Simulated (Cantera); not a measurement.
A perfectly stirred reactor is fed with 2.69 % C2H6, 15.9 % O2, 59.9 % N2, 21.5 % CO2, at 4.44 atm; it is adiabatic with a 400 K inlet, and is followed from long to short residence time, starting on the burning branch (τ in s: 0.22, 0.093, 0.04, 0.017, 0.0074, 0.0032, 0.0014, 0.00059, 0.00025, 0.00011, 4.7e-05).

Cantera simulation using GRI-Mech 3.0 (53 species, 325 reactions); the numbers are that mechanism's predictions, not measurements.

Predict: blow-out, bracketed by the residence times tried; x(C2H6) at τ = 0.220 s; x(O2) at τ = 0.220 s; x(CO2) at τ = 0.220 s; x(CO) at τ = 0.220 s; x(C2H2) at τ = 0.220 s; x(C2H6) at τ = 3.20 ms; x(O2) at τ = 3.20 ms; x(CO2) at τ = 3.20 ms.


```
Quantity                                                                       Value
------------------------------------------------  ----------------------------------
blow-out, bracketed by the residence times tried  burning at 17.0 ms, out at 7.40 ms
x(C2H6) at τ = 0.220 s                                                       3.93e-6
x(O2) at τ = 0.220 s                                                          0.0646
x(CO2) at τ = 0.220 s                                                          0.265
x(CO) at τ = 0.220 s                                                        0.000345
x(C2H2) at τ = 0.220 s                                                       3.39e-6
x(C2H6) at τ = 3.20 ms                                                        0.0269
x(O2) at τ = 3.20 ms                                                           0.159
x(CO2) at τ = 3.20 ms                                                          0.215
```
